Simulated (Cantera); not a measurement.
# Ca(OH)2 + H2O (calcination and drying)

Feed: 1 mol Ca(OH)2, 0.081 mol H2O, at 1600 K.

Method: chemical equilibrium by Gibbs-energy minimisation in Cantera with the NASA 1993 tables (ideal gas, pure condensed phases). Candidate condensed phases: Ca, CaO, Ca(OH)2, H2O; 14 gas species. Equilibrium is a limit: real reactors are often held back by kinetics, nucleation or transport.

```tsv
P (Pa)	x H2O	x H2	x O2	x OH	x H	n CaO(s)
10	0.983	0.00978	0.00445	0.00212	0.000538	1.000
68	0.991	0.00521	0.00235	0.00112	0.000150	1.000
460	0.995	0.00276	0.00124	0.000594	4.21e-5	1.000
3200	0.998	0.00145	0.000650	0.000312	1.16e-5	1.000
22000	0.999	0.000764	0.000342	0.000164	3.20e-6	1.000
150000	0.999	0.000403	0.000180	8.65e-5	8.91e-7	1.000
1000000	1.000	0.000214	9.57e-5	4.60e-5	2.52e-7	1.000
```
x: gas mole fraction; n: condensed amount in mol.

From 0.000100 bar to 10.0 bar the condensed part is CaO(s). The main Ca-bearing gas is Ca(OH)2 throughout.
